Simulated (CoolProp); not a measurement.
Saturation properties of dodecamethylpentasiloxane (MD3M) (Tc = 628.0 K, pc = 0.9540 MPa, ω = 0.730).

Values from CoolProp's reference Helmholtz-energy equation of state, Thol 2019.

```
T (K)   p (MPa)  liquid density (kg/m³)  liquid cp (kJ/(kg K))
-----  --------  ----------------------  ---------------------
378    0.001487                     [?]                  1.889
397.9  0.003718                   771.9                    [?]
417.7  0.008240                     [?]                  1.973
437.6   0.01664                   730.3                  2.015
457.5   0.03100                   708.4                  2.057
477.3   0.05381                   685.6                  2.100
497.2   0.08845                   661.4                    [?]
517.1       [?]                     [?]                  2.193
536.9    0.2080                   607.5                  2.245
```

Q: Some entries are withheld; supply them.

A: 
- 378, liquid density (kg/m³): 792.0
- 397.9, liquid cp (kJ/(kg K)): 1.931
- 417.7, liquid density (kg/m³): 751.4
- 497.2, liquid cp (kJ/(kg K)): 2.145
- 517.1, p (MPa): 0.1386
- 517.1, liquid density (kg/m³): 635.5

It boils at 503.0 K under 1 atm.
